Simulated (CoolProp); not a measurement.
Vapour-liquid equilibrium of R125 (1) + dimethyl ether (2) at 1330 kPa; x and y are mole fractions of (1).

The numbers come from the multi-fluid Helmholtz-energy mixture model, Lemmon 2005 and Wu 2011; pair parameters Bell 2016 in CoolProp.

```csv
x,"bubble temperature, mixture model (°C)","bubble temperature, Raoult's law (°C)","y, mixture model","y, Raoult's law"
0.05,55.4,53.8,0.066,0.104
0.15,53.4,49.3,?,0.282
0.25,51.1,45.2,0.325,0.427
0.35,?,41.5,0.452,0.548
0.45,45.3,38.1,?,0.650
0.55,?,35.0,0.684,0.736
0.65,37.9,32.2,?,0.810
0.75,33.8,29.5,0.867,0.874
0.85,29.6,27.1,0.933,0.929
0.95,?,24.8,0.982,0.978
```

Question: What belongs in the gaps?

Answer: 
- 0.15, y, mixture model: 0.196
- 0.35, bubble temperature, mixture model (°C): 48.4
- 0.45, y, mixture model: 0.572
- 0.55, bubble temperature, mixture model (°C): 41.8
- 0.65, y, mixture model: 0.784
- 0.95, bubble temperature, mixture model (°C): 25.5

The largest gap from Raoult's law is +7.2 K in bubble temperature, at x = 0.45. No azeotrope shows between x = 0.05 and 0.95.

Pair parameters are fitted to limited data, so mixtures are less certain than the pure fluids.
